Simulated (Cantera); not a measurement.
An isothermal, constant-pressure homogeneous reactor starts with CH4 : CO2 = 1 : 0.55 (molar parts), at 1600 K and 13.0 bar.

Model: GRI-Mech 3.0 (53 species, 325 reactions), integrated in Cantera. GRI-Mech 3.0 stops at C3 and has no aromatics, soot or wall deposition, so with more carbon than oxygen in the feed, carbon stays in small species such as C2H2 where larger ones or solid carbon would form. The pressure lies above the range GRI-Mech 3.0 was tuned for (to about 10 atm).

x: mole fraction; the columns are a selection and need not sum to one.

```tsv
t (s)	x CH4	x CO2	x H2	x CH2CO	x H2O	x O2	x H
0.000300	0.633	0.354	0.00721	3.77e-9	8.67e-5	<1e-12	___
0.000866	0.606	0.349	0.0282	6.23e-8	0.000628	<1e-12	___
0.00250	0.535	0.331	0.0867	7.67e-7	0.00452	<1e-12	___
0.00721	0.409	0.284	0.181	4.94e-6	0.0248	<1e-12	___
0.0208	0.260	0.185	0.245	1.93e-5	0.0918	<1e-12	___
0.0600	0.170	0.0747	0.243	4.16e-5	0.172	<1e-12	7.33e-6
0.173	0.163	0.0495	0.262	3.39e-5	0.159	<1e-12	7.80e-6
0.500	0.167	0.0366	0.303	1.92e-5	0.113	<1e-12	8.36e-6
1.44	0.161	0.0209	0.356	1.01e-5	0.0647	<1e-12	9.06e-6
4.16	0.146	0.00835	0.408	6.21e-6	0.0268	<1e-12	9.69e-6
12.0	0.132	0.00172	0.441	4.83e-6	0.00570	<1e-12	1.01e-5
34.7	0.128	6.62e-5	0.450	4.53e-6	0.000222	<1e-12	1.02e-5
100	0.128	1.97e-5	0.451	4.52e-6	6.61e-5	<1e-12	1.02e-5
```

**Question.** Fill in the missing entries.

**Answer.** 
- 0.000300, x H: 3.05e-7
- 0.000866, x H: 8.87e-7
- 0.00250, x H: 2.16e-6
- 0.00721, x H: 4.10e-6
- 0.0208, x H: 6.19e-6
